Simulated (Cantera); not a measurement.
Feed: 1 mol C3H8, 1 mol H2O, 30 mol H2, 0.21 mol NH3, at 1500 Pa.

Cantera equilibrium calculation (NASA polynomials, part measured and part estimated; ideal gas, pure solids and liquids). Candidate condensed phases: C, C6H6, C7H8, C8H18, H2O; 136 gas species. Equilibrium is a limit: real reactors are often held back by kinetics, nucleation or transport.

log p: log10 of the partial pressure in bar; n: condensed amount in mol.

```
T (K)  log p H2  log p H  log p CH4  log p H2O  log p CO  log p C2H2 (acetylene)  log p N2  n C(graphite)
-----  --------  -------  ---------  ---------  --------  ----------------------  --------  -------------
650       -1.88     <-13      -2.86      -3.34     -5.38                    <-13     -4.31              ?
800       -1.85   -12.46      -3.56      -3.99     -3.52                  -13.73     -4.35              ?
950       -1.84   -10.17      -4.45      -5.26     -3.39                  -11.40     -4.36           1.93
1100      -1.84    -8.51      -5.12      -6.27     -3.39                   -9.71     -4.36           1.98
1250      -1.84    -7.23      -5.63      -7.04     -3.39                   -8.44     -4.36           1.99
1400      -1.84    -6.23      -6.04      -7.65     -3.39                   -7.44     -4.37           2.00
1550      -1.84    -5.42      -6.37      -8.14     -3.39                   -6.63     -4.37           1.99
1700      -1.84    -4.75      -6.64      -8.54     -3.39                   -5.97     -4.38           1.99
1850      -1.84    -4.19      -6.86      -8.88     -3.39                   -5.42     -4.40           1.97
2000      -1.84    -3.71      -7.06      -9.16     -3.39                   -4.96     -4.43           1.92
2150      -1.85    -3.30      -7.24      -9.42     -3.39                   -4.57     -4.48           1.82
2300      -1.87    -2.95      -7.42      -9.65     -3.40                   -4.24     -4.55              ?
2450      -1.91    -2.65      -7.61      -9.89     -3.42                   -3.97     -4.66              ?
2600      -1.98    -2.41      -7.85     -10.14     -3.45                   -3.77     -4.79              ?
```

Task: What belongs in the gaps?

Result: 
- 650, n C(graphite): 0
- 800, n C(graphite): 1.61
- 2300, n C(graphite): 1.64
- 2450, n C(graphite): 1.33
- 2600, n C(graphite): 0.863
